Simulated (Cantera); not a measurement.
**Premixed flame**

A freely propagating, adiabatic, planar premixed flame of H2 : O2 : N2 = 1 : 0.192 : 0.723 (molar parts), unburnt at 500 K and 1.58 atm; mixture-averaged transport, grid criteria slope 0.08 and curve 0.16, no radiation.

Model: the H2/O2 subset of GRI-Mech 3.0, which has no nitrogen chemistry, integrated in Cantera. Burning velocities carry a grid error of a few per cent, more on coarse grids.

```tsv
z (mm)	T (K)	u (m/s)	x H2	x O2	x H	x H2O2	x OH	x HO2
-0.722	500	6.10	0.522	0.100	<1e-8	<1e-8	<1e-8	<1e-8
-0.481	500	6.10	0.522	0.100	<1e-8	<1e-8	<1e-8	<1e-8
-0.361	500	6.10	0.522	0.100	<1e-8	<1e-8	<1e-8	<1e-8
-0.241	500	6.10	0.522	0.100	<1e-8	<1e-8	<1e-8	6.69e-7
-0.120	539	6.52	0.516	0.100	0.000139	1.06e-5	6.32e-5	0.000334
-0.0602	793	9.33	0.485	0.0935	0.00546	2.36e-5	0.000537	0.000251
0	1164	13.3	0.416	0.0660	0.0291	3.43e-6	0.00106	0.000105
0.0602	1425	16.2	0.348	0.0251	0.0559	8.40e-7	0.00180	3.66e-5
0.120	1548	17.6	0.322	0.00633	0.0636	3.96e-7	0.00178	8.89e-6
0.241	1651	18.7	0.319	0.000503	0.0575	2.22e-7	0.00177	6.72e-7
0.481	1746	19.6	0.327	6.44e-5	0.0450	1.40e-7	0.00172	1.01e-7
0.963	1835	20.5	0.336	3.17e-5	0.0321	7.56e-8	0.00149	5.52e-8
1.93	1909	21.2	0.343	1.50e-5	0.0212	3.58e-8	0.00113	2.91e-8
```
x: mole fraction of selected species; z is measured from the peak of heat release.

| Item | Result |
|---|---|
| laminar burning velocity | 610 cm/s |
| thermal thickness | 0.241 mm |
| peak x(H) | 0.0637 |
| peak x(H2O2) | 2.65e-5 |
| peak x(OH) | 0.00183 |
| peak x(HO2) | 0.000420 |
